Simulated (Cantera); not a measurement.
Input: 1 mol AlBr3, 1.1 mol H2O, 68 mol N2, equilibrated at 0.00230 bar.

Cantera equilibrium calculation (NASA polynomials, part measured and part estimated; ideal gas, pure solids and liquids). Candidate condensed phases: Al, AlBr3, AlN, Al2O3, Br2, H2O; 41 gas species. Kinetics and transport are ignored. All values below are at 1375 K.

Base state: N2 0.962, HBr 0.0254, Br 0.00573, AlBr3 0.00376, H2 0.00285, AlBr 1.41e-5 (mole fractions); condensed: Al2O3(s).

What changes in the equilibrium state with this change: AlBr3 replaced by Al?


```json
[
 {"species": "N2", "before": "0.962", "after": "0.984"},
 {"species": "H2", "before": "0.00285", "after": "0.0159"},
 {"species": "HBr", "before": "0.0254", "after": "0"},
 {"species": "AlBr3", "before": "0.00376", "after": "0"},
 {"species": "Br", "before": "0.00573", "after": "0"},
 {"species": "AlBr", "before": "1.41e-5", "after": "0"},
 {"species": "Al2O3(s), mol", "before": "0.367", "after": "0.367"},
 {"species": "AlN(s), mol", "before": "0", "after": "0.267"}
]
```
Mutual solubility and eutectic melting of coexisting phases are not modelled.
